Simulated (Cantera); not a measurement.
What does this Cantera script print?

```python
import numpy as np
import cantera as ct

gas_names = """
    AL ALCL ALCL2 ALCL3 ALH ALN AL2 AL2CL6 CL CL2 H HCL H2 N NH NH2 NH3 N2 N2H2 N2H4
""".split()
cond_names = """
    AL(cr) AL(L) ALCL3(s) ALCL3(L) ALN(s) NH4CL(a) NH4CL(b)
""".split()


# ... load() reads the species with a 1 bar reference pressure and builds the phases ...
atoms = {
    'AlCl3': {'AL': 1, 'CL': 3},
    'NH3': {'N': 1, 'H': 3},
    'N2': {'N': 2},
}
top_T = {'ALN(s)': 2750}  # K; cautious upper limits of use, not melting points


# ... equilibrate(T, P, feed) seeds the gas with the atoms and calls Mixture.equilibrate('TP', solver="vcs", rtol=1e-11, max_steps=5000) ...
results = []
feed = {'AlCl3': 1, 'NH3': 1.9, 'N2': 290}  # mol
T = 1523.15  # K
P = 12000  # Pa
mix = equilibrate(T, P, feed)
results.append((T, P, feed, dict(zip(mix.species_names, mix.species_moles))))
print(gas.report(threshold=0.0001))
for i in range(1, mix.n_phases):
    print(f"{mix.phase(i).name:16s} {mix.phase_moles(i):12.5e} mol")
```

Output:

```
       temperature   1523.2 K
          pressure   12000 Pa
           density   0.026593 kg/m^3
  mean mol. weight   28.065 kg/kmol
   phase of matter   gas

                          1 kg             1 kmol
                     ---------------   ---------------
          enthalpy        1.3463e+06        3.7784e+07  J
   internal energy        8.9506e+05         2.512e+07  J
           entropy            9287.9        2.6067e+05  J/K
    Gibbs function       -1.2801e+07       -3.5925e+08  J
 heat capacity c_p            1243.9             34910  J/K
 heat capacity c_v            947.63             26596  J/K

                      mass frac. Y      mole frac. X     chem. pot. / RT
                     ---------------   ---------------   ---------------
              ALCL        0.00085919        0.00038624           -45.083
             ALCL2         0.0010695        0.00030664           -72.656
             ALCL3         0.0082568          0.001738           -100.23
               HCL         0.0051376         0.0039549           -40.391
                H2        0.00055181         0.0076819           -25.637
                N2           0.98412           0.98592           -28.194
     [  +14 minor]         3.277e-06        8.2863e-06

AL(L)             0.00000e+00 mol
ALCL3(L)          0.00000e+00 mol
ALN(s)            2.82988e-01 mol
```

These are equilibrium values from Cantera (NASA tables, ideal gas, pure condensed phases), not measurements of a reactor. The tables' values for AlCl2 are old estimates; treat these amounts as uncertain.
